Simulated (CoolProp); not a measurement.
Sulfur hexafluoride along the isobar 1.27 MPa: fugacity coefficient from the reference equation and from simpler models built on Tc = 318.7 K, pc = 3.755 MPa, ω = 0.210; each cubic takes its own stable root.

The numbers come from the reference Helmholtz-energy equation of state, Guder 2009 in CoolProp.

```csv
T (K),phase,reference,Redlich-Kwong,Soave-Redlich-Kwong,Peng-Robinson
259.9,liquid,0.5819,(withheld),0.5945,0.5813
289.9,gas,0.8470,0.8516,0.8468,0.8350
319.9,gas,0.8899,0.8882,0.8883,0.8771
350,gas,(withheld),0.9141,0.9176,0.9071
380,gas,0.9390,(withheld),0.9387,0.9289
410,gas,0.9538,0.9469,0.9543,0.9452
440,gas,(withheld),0.9576,0.9660,0.9576
470.1,gas,0.9732,0.9659,0.9750,0.9672
500.1,gas,0.9797,0.9724,0.9819,0.9747
530.1,gas,0.9847,0.9776,0.9873,0.9806
560.2,gas,0.9887,0.9818,0.9915,0.9854
590.2,gas,0.9919,0.9852,0.9948,0.9891
```

Question: Some entries are withheld; supply them.

Answer: 
- 259.9, Redlich-Kwong: 0.6984
- 350, reference: 0.9187
- 380, Redlich-Kwong: 0.9329
- 440, reference: 0.9648
